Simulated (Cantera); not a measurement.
Mixture: 15.6 % CH4, 3.75 % CO, 15.1 % O2, 56.6 % N2, 8.91 % H2O, at 760 Torr, adiabatic and at constant pressure. Ignition delay is the time to a rise of 400 K.

Cantera simulation using GRI-Mech 3.0 (53 species, 325 reactions); the numbers are that mechanism's predictions, not measurements.

### Question
Predict: delay at 1050 K; delay at 1250 K; delay at 1450 K; delay at 1650 K; delay at 1850 K; apparent activation energy between 1650 and 1850 K.

### Answer
```json
{
  "delay at 1050 K": "1.34 s",
  "delay at 1250 K": "56.2 ms",
  "delay at 1450 K": "4.00 ms",
  "delay at 1650 K": "0.470 ms",
  "delay at 1850 K": "0.100 ms",
  "apparent activation energy between 1650 and 1850 K": "200 kJ/mol"
}
```
